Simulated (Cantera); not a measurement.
Catalytic stagnation flow on Pt

A jet of CH₄ : O₂ : N₂ = 0.012 : 0.11 : 0.79 (molar parts), equivalence ratio 0.22 at 300 K and 3500 Pa hits a platinum plate 2.9 cm away at a mass flux of 0.031 kg/m²/s; the plate temperature is set and raised in steps from an oxygen-covered start.

Computed with Cantera and Deutschmann's 1995 Pt surface mechanism with GRI-Mech 3.0 gas chemistry. Catalytic surfaces can have several steady states; this one follows from the mechanism file's or the stated starting coverage.

```csv
plate T (K),wall x CH₄,wall x O₂,wall x H₂O,wall x OH,wall x CO,wall x CO₂,θ free Pt,θ O*
850,0.0113,0.117,0.00339,<1e-8,3.38e-6,0.00221,0.178,0.822
900,0.00993,0.114,0.00602,2.28e-8,4.23e-6,0.00393,0.246,0.754
950,0.00840,0.111,0.00885,7.59e-8,4.96e-6,0.00578,0.318,0.682
1000,0.00700,0.108,0.0114,2.13e-7,5.63e-6,0.00748,0.391,0.609
1050,0.00584,0.105,0.0136,5.28e-7,6.31e-6,0.00889,0.462,0.537
1100,0.00492,0.103,0.0152,1.17e-6,7.08e-6,0.00999,0.531,0.468
```
x: mole fraction at the wall; θ: surface coverage.
